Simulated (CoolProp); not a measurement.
Vapour-liquid equilibrium of R134a (1) + R236FA (2) at 0.746 MPa; x and y are mole fractions of (1).

Computed with CoolProp (multi-fluid Helmholtz-energy mixture model, Tillner-Roth 1994 and Pan 2012; pair parameters Bell 2016).

Task: Give the bubble temperature and the first vapour's composition at x = 0.05, 0.2, 0.65. Is there an azeotrope?

Result: x = 0.05: 330.3 K, y = 0.088; x = 0.2: 324.8 K, y = 0.318; x = 0.65: 310.7 K, y = 0.787. No azeotrope shows between x = 0.05 and 0.95.

Pair parameters are fitted to limited data, so mixtures are less certain than the pure fluids.
